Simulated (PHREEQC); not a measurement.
Solution (25 °C): 0.076 mol NH4HF2, 0.0006 mol H2SiF6, 3.4e-05 mol H3PO4 and 0.00027 mol H2SO4 per kg of water. Closed to the air; pH follows from the charge balance.

Equilibrium calculation in PHREEQC: ion-association model, phreeqc.dat.

No solid was allowed to form.

Question: Order these S species by the share of S that they hold, largest first: HSO4-, SO4-2, NH4SO4-.

Answer: SO4-2 (70 %), NH4SO4- (27 %), HSO4- (3.1 %)

The pH is 3.05 and the ionic strength 0.0778 mol/kgw. Species that the database lacks are ignored. SiF6-2 is the database's only silicon fluoride.
